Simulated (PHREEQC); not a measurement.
Model water analysis in mmol/kgw, 20 °C, pH 7.58, pe -1.9:

```json
[
 {"constituent": "Na", "mmol/kgw": "0.0127"},
 {"constituent": "K", "mmol/kgw": "0.394"},
 {"constituent": "Ca", "mmol/kgw": "1.43"},
 {"constituent": "Mg", "mmol/kgw": "0.11"},
 {"constituent": "Cl", "mmol/kgw": "1.81"},
 {"constituent": "S(6)", "mmol/kgw": "0.784"},
 {"constituent": "Alkalinity (meq/kgw)", "mmol/kgw": "1.27"},
 {"constituent": "N(-3)", "mmol/kgw": "0.00549"}
]
```

Na is adjusted to close the charge balance.
Valence states are taken as typed.

Model: ion-association model, phreeqc.dat, run in PHREEQC.

No solid was allowed to form.

Q: Estimate the specific conductance.

A: specific conductance 457 µS/cm.

Q: In which forms is C present?

A: HCO3- 93 %, CO2 5.4 %, CaHCO3+ 1.0 % of the C.
